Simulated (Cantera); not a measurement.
Cantera with NASA thermochemical tables; ideal gases at 1 bar, condensed phases pure. Values are per mole of reaction as written; species without (g) are pure solids or liquids, kept so even where they would boil at 1 bar.

Question: Between 2500 and 2600 K, where is each reaction favourable under standard conditions?
- 4 SiH3(g) + SiHCl3(g) ⇌ 5 SiH2(g) + 3 HCl(g)
- 4 SiH3Cl(g) ⇌ 3 SiH4(g) + 2 Cl2(g) + Si(g)

Answer: 
- 4 SiH3(g) + SiHCl3(g) ⇌ 5 SiH2(g) + 3 HCl(g): ΔG° is -480 kJ at 2500 K and -523 kJ at 2600 K; it stays negative (K > 1). ΔH° is 596 kJ and ΔS° 430 J/K at 2600 K.
- 4 SiH3Cl(g) ⇌ 3 SiH4(g) + 2 Cl2(g) + Si(g): ΔG° is 565 kJ at 2500 K and 544 kJ at 2600 K; it stays positive (K < 1). ΔH° is 1105 kJ and ΔS° 216 J/K at 2600 K.
